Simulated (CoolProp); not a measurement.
Vapour-liquid equilibrium of R22 (1) + methanol (2) at 0.276 MPa; x and y are mole fractions of (1).

The numbers come from the multi-fluid Helmholtz-energy mixture model, Kamei 1995 and de Reuck 1993; pair parameters Bell 2016 in CoolProp.

Question: Give the bubble temperature and the first vapour's composition at x = 0.5, 0.8, 0.95. Is there an azeotrope?

Answer: x = 0.5: 270.3 K, y = 0.991; x = 0.8: 261.4 K, y = 0.997; x = 0.95: 257.6 K, y = 0.999. No azeotrope shows between x = 0.05 and 0.95.

The pair parameters rest on a limited set of measurements; away from them the model extrapolates.
